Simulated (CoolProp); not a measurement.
Water at 293.15 K and 0.994 MPa flows at 0.21 m/s in a round tube of 2 mm bore and 15 µm roughness, fully developed (64/Re and Nu = 3.66 if laminar; Colebrook and Gnielinski if turbulent). Each further row changes one setting.

The numbers come from the reference Helmholtz-energy equation of state, Wagner 2002 in CoolProp.

```tsv
case	Reynolds number	Darcy friction factor	pressure drop (Pa/m)	heat-transfer coefficient (W/(m² K))	mass flow (kg/h)
as stated	419	0.153	1680	1100	2.37
velocity 0.42 m/s	838	0.0764	3360	1100	4.74
diameter 4 mm	838	0.0764	421	548	9.49
```

Viscosity comes from a separate model (Huber 2009). Thermal conductivity comes from a separate model (Huber 2012).
